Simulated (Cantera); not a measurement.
Cantera with NASA thermochemical tables; ideal gases at 1 bar, condensed phases pure. Values are per mole of reaction as written; species without (g) are pure solids or liquids, kept so even where they would boil at 1 bar.

Question: Between 1923 and 2173 K, where is each reaction favourable under standard conditions?
- SrCl2 → Cl2(g) + Sr

Answer: 
- SrCl2 → Cl2(g) + Sr: ΔG° is 566 kJ at 1923 K and 540 kJ at 2173 K; it stays positive (K < 1). ΔH° is 763 kJ and ΔS° 102 J/K at 2173 K.
